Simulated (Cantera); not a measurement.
Feed: 1 mol SiH2Cl2, 0.16 mol O3, 2.5 mol H2, 0.28 mol NO, held at 1198.15 K and 10.0 mbar.

These are equilibrium values from Cantera (NASA tables, ideal gas, pure condensed phases), not measurements of a reactor. Mutual solubility and eutectic melting of coexisting phases are not modelled. The tables' values for SiCl3 are old estimates; treat these amounts as uncertain. The tables hold silica as quartz up to 1696 K and as liquid above; real silica turns to tridymite and cristobalite and melts near 1996 K. Rates play no part.

```tsv
species	before	after
H2	0.750	0.769
HCl	0.152	0.115
SiCl4	0.0542	0.0513
SiCl2	0.0236	0.0403
SiCl3	0.0120	0.0153
SiO	2.90e-5	5.08e-5
SiH2Cl2	0.000125	0.000218
SiHCl3	0.00720	0.00926
SiO2(β-quartz), mol	0.310	0.209
Si2N2O(s), mol	0.140	0.140
Si(s), mol	0	0.0200
```
Gas species are given as mole fractions.

### Question
What was changed between the two runs?
A) H2 from 2.5 to 42 mol
B) O3 from 0.16 to 0.093 mol
C) NO from 0.28 to 1.3 mol
D) NO from 0.28 to 9.9 mol

### Answer
B, O3 from 0.16 to 0.093 mol
